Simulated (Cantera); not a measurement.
A closed system holds: 1 mol CH4, 0.31 mol CO2, 23 mol N2, 0.21 mol NH3, at 13300 Pa.

Cantera equilibrium calculation (NASA polynomials, part measured and part estimated; ideal gas, pure solids and liquids). Candidate condensed phases: C, C6H6, C7H8, C8H18, H2O; 136 gas species. Rates play no part. All values below are at 2798 K.

Base state: N2 0.852, H2 0.0500, H 0.0497, CO 0.0232, HCN 0.0190, HNC 0.00301, CN 0.00159, C2H2 (acetylene) 0.000739 (mole fractions); condensed: gas only.

Question: What changes in the equilibrium state with this change: pressure from 13300 Pa to 9300000 Pa?

Answer: 
| species | before | after |
|---|---|---|
| N2 | 0.852 | 0.874 |
| H2 | 0.0500 | 0.0745 |
| CO | 0.0232 | 0.0238 |
| H | 0.0497 | 0.00230 |
| HCN | 0.0190 | 0.0210 |
| CH4 | 2.18e-8 | 3.03e-5 |
| NH3 | 1.09e-8 | 1.40e-5 |
| C3 | 6.89e-5 | 7.08e-8 |
The ideal-gas law is rough above about 30 bar.
